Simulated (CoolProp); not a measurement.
Vapour-liquid equilibrium of n-hexane (1) + n-decane (2) at 0.0191 MPa; x and y are mole fractions of (1).

The numbers come from the multi-fluid Helmholtz-energy mixture model, Thol 2019 and Lemmon 2006; pair parameters Kunz 2012 in CoolProp.

```json
[
 {"x": "0.05", "bubble temperature (K)": "371.8", "y at the bubble point": "0.544", "dew temperature at overall composition x (K)": "390.2", "liquid density (mol/L)": "4.772"},
 {"x": "0.2", "bubble temperature (K)": "339.3", "y at the bubble point": "0.910", "dew temperature at overall composition x (K)": "385.6", "liquid density (mol/L)": "5.214"},
 {"x": "0.35", "bubble temperature (K)": "323.7", "y at the bubble point": "0.968", "dew temperature at overall composition x (K)": "380.4", "liquid density (mol/L)": "5.601"},
 {"x": "0.5", "bubble temperature (K)": "314.0", "y at the bubble point": "0.986", "dew temperature at overall composition x (K)": "374.0", "liquid density (mol/L)": "5.996"},
 {"x": "0.65", "bubble temperature (K)": "?", "y at the bubble point": "0.994", "dew temperature at overall composition x (K)": "365.8", "liquid density (mol/L)": "6.422"},
 {"x": "0.8", "bubble temperature (K)": "302.1", "y at the bubble point": "0.997", "dew temperature at overall composition x (K)": "354.0", "liquid density (mol/L)": "?"},
 {"x": "0.95", "bubble temperature (K)": "298.1", "y at the bubble point": "1.000", "dew temperature at overall composition x (K)": "?", "liquid density (mol/L)": "7.420"}
]
```

Q: Some entries are withheld; supply them.

A: 
- 0.65, bubble temperature (K): 307.3
- 0.8, liquid density (mol/L): 6.893
- 0.95, dew temperature at overall composition x (K): 330.1

No azeotrope shows between x = 0.05 and 0.95.

The pair parameters rest on a limited set of measurements; away from them the model extrapolates.
